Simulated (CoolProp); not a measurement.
n-octane along the isotherm 346.85 °C: Z from the reference equation and from simpler models built on Tc = 295.6 °C, pc = 2484 kPa, ω = 0.398; each cubic takes its own stable root.

The numbers come from the reference Helmholtz-energy equation of state, Beckmüller 2019 in CoolProp.

| p (kPa) | phase | reference | Pitzer virial | Redlich-Kwong |
|---|---|---|---|---|
| 138 | gas | 0.9851 | 0.9859 | 0.9852 |
| 276 | gas | 0.9700 | 0.9718 | 0.9701 |
| 414 | gas | 0.9547 | 0.9577 | 0.9547 |
| 552 | gas | 0.9392 | 0.9435 | 0.9391 |
| 690 | gas | 0.9234 | 0.9294 | 0.9232 |
| 828 | gas | 0.9075 | 0.9153 | 0.9071 |
| 966 | gas | 0.8914 | 0.9012 | 0.8905 |
| 1100 | gas | 0.8754 | 0.8875 | 0.8742 |
| 1240 | gas | 0.8586 | 0.8732 | 0.8567 |
